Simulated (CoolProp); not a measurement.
Aqueous calcium chloride as a coolant, at 32 °C, 1 atm.

Computed with CoolProp (Melinder's fits for secondary coolants).

```tsv
mass %	freezing point (°C)	cp (kJ/(kg K))	conductivity (W/(m K))	viscosity (mPa s)	Prandtl number
2.8	-1.3	4.022	0.615	0.834	5.45
6.4	-3.2	3.828	0.611	0.912	5.72
10.1	-5.9	3.629	0.606	1.01	6.03
13.7	-9.5	3.437	0.601	1.13	6.48
17.4	-14.2	3.254	0.596	1.32	7.19
21	-20.0	3.097	0.591	1.57	8.23
24.7	-28.2	2.962	0.585	1.93	9.78
```
